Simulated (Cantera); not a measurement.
Cantera run:

```python
import numpy as np
import cantera as ct

gas_names = """
    AL ALH ALO ALOH ALO2 ALO2H AL2 AL2O AL2O2 H HALO HO2 H2 H2O H2O2 O OH O2 O3 Si SiH SiH2 SiH3 SiH4
    SiO SiO2 Si2 Si3
""".split()
cond_names = """
    AL(cr) AL(L) AL2O3(a) AL2O3(L) AL2SiO5(an) AL6Si2O13(s) H2O(s) H2O(L) Si(cr) Si(L) SiO2(Lqz)
    SiO2(hqz) SiO2(L)
""".split()


# ... load() reads the species with a 1 bar reference pressure and builds the phases ...
atoms = {
    'SiO2': {'Si': 1, 'O': 2},
    'Al2O3': {'AL': 2, 'O': 3},
    'H2': {'H': 2},
}
top_T = {'AL2SiO5(an)': 2000, 'AL6Si2O13(s)': 2100}  # K; cautious upper limits of use, not melting points


# ... equilibrate(T, P, feed) seeds the gas with the atoms and calls Mixture.equilibrate('TP', solver="vcs", rtol=1e-11, max_steps=5000) ...
results = []
feed = {'SiO2': 1, 'Al2O3': 0.75, 'H2': 4.6}  # mol
T = 1750  # K
P = 970  # Pa
mix = equilibrate(T, P, feed)
results.append((T, P, feed, dict(zip(mix.species_names, mix.species_moles))))
x = sorted(zip(gas.X, gas.species_names), reverse=True)
print(f"T = {T:g} K  P = {P:g} Pa  gas = {mix.phase_moles(0):.4g} mol")
print("   x: " + "  ".join(f"{s} {v:.3e}" for v, s in x if v > 1e-06))
print("   condensed (mol): " + ("  ".join(f"{mix.phase(i).name} {mix.phase_moles(i):.4g}"
      for i in range(1, mix.n_phases) if mix.phase_moles(i) > 1e-12) or "none"))
```

It prints:

```
T = 1750 K  P = 970 Pa  gas = 4.647 mol
   x: H2 9.796e-01  SiO 9.006e-03  H2O 9.005e-03  H 2.337e-03  OH 1.260e-06
   condensed (mol): AL6Si2O13(s) 0.25  SiO2(L) 0.4581
```

These are equilibrium values from Cantera (NASA tables, ideal gas, pure condensed phases), not measurements of a reactor. Mutual solubility and eutectic melting of coexisting phases are not modelled. The tables hold silica as quartz up to 1696 K and as liquid above; real silica turns to tridymite and cristobalite and melts near 1996 K. Condensed phases not in the tables: alloys, solid solutions and most ternary compounds.
